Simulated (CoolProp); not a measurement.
Properties of sulfur dioxide along the isobar 1.01 bar (Tc = 157.5 °C, pc = 78.87 bar, ω = 0.256).

The numbers come from the reference Helmholtz-energy equation of state, Gao 2016 in CoolProp.

```csv
T (°C),phase,density (kg/m³),cp (kJ/(kg K)),cv (kJ/(kg K)),Joule-Thomson coefficient (K/MPa),isothermal compressibility (1/MPa)
35.25,gas,2.561,0.6513,0.5105,34.26,10.05
46.15,gas,2.469,0.6540,0.5148,30.51,10.03
57.05,gas,2.384,0.6572,0.5193,27.32,10.02
67.95,gas,2.305,0.6609,0.5241,24.59,10.00
78.85,gas,2.231,0.6650,0.5290,22.25,9.992
89.85,gas,2.161,0.6694,0.5341,20.21,9.983
100.75,gas,2.097,0.6739,0.5392,18.47,9.974
111.65,gas,2.036,0.6786,0.5444,16.96,9.967
122.55,gas,1.979,0.6834,0.5497,15.64,9.961
133.55,gas,1.924,0.6883,0.5550,14.47,9.955
144.45,gas,1.873,0.6932,0.5602,13.45,9.951
155.35,gas,1.824,0.6981,0.5654,12.54,9.946
166.25,gas,1.778,0.7030,0.5705,11.73,9.942
177.25,gas,1.734,0.7080,0.5757,11.00,9.939
188.15,gas,1.693,0.7128,0.5807,10.35,9.936
199.05,gas,1.653,0.7175,0.5856,9.757,9.933
```
